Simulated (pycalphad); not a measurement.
An equivalent pycalphad script:

```python
from pycalphad import Database, equilibrium, calculate, variables as v
import numpy as np
db = Database('COST507.tdb')
comps = ['SI', 'V', 'VA']
phases = ['BCC_A2', 'DIAMOND_A4', 'LIQUID', 'SI2V', 'SI3V5', 'SI5V6', 'SIV3']
eq = equilibrium(db, comps, phases, {v.X('V'): 0.018, v.T: np.arange(2600, 499, -75), v.P: 101325, v.N: 1}, output=['HM', 'SM'])
```

Source of the numbers: pycalphad with the COST 507 light-alloy database (1999); pressure 1 atm. These are 1990s assessments: newer ones move some temperatures and phases. Amounts are mole fractions of atoms. Kinetics are ignored, which matters at the lower temperatures.

Results at three of the temperatures:

```
T = 2525.00 K, P = 101325 Pa, N = 1 mol of atoms
G = -152593 J/mol, H = 106642 J/mol, S = 102.67 J/(mol K)  (SER reference)
chemical potentials (J/mol): Si -150182, V -284102
phase             fraction      x(Si)       x(V)
LIQUID              1.0000     0.9820     0.0180
```

```
T = 1475.00 K, P = 101325 Pa, N = 1 mol of atoms
G = -57842 J/mol, H = 27847 J/mol, S = 58.09 J/(mol K)  (SER reference)
chemical potentials (J/mol): Si -55512, V -184987
phase             fraction      x(Si)       x(V)
DIAMOND_A4          0.9460     1.0000       none
SI2V                0.0540     0.6667     0.3333
```

```
T = 1025.00 K, P = 101325 Pa, N = 1 mol of atoms
G = -33836 J/mol, H = 15479 J/mol, S = 48.11 J/(mol K)  (SER reference)
chemical potentials (J/mol): Si -31573, V -157313
phase             fraction      x(Si)       x(V)
DIAMOND_A4          0.9460     1.0000       none
SI2V                0.0540     0.6667     0.3333
```

Changes of the phase set, refined by bisection:

| T (°C) | phases above | phases below |
|---|---|---|
| 1406.3 | liquid | diamond (Si) + liquid |
| 1401.9 | diamond (Si) + liquid | diamond (Si) + SI2V |

Database names, with the compositions (at.%) that they take in these runs: SI2V: Si 67 V 33. DIAMOND_A4 is diamond (Si). An entry "none" or "no" means that the model of the phase leaves that element out.
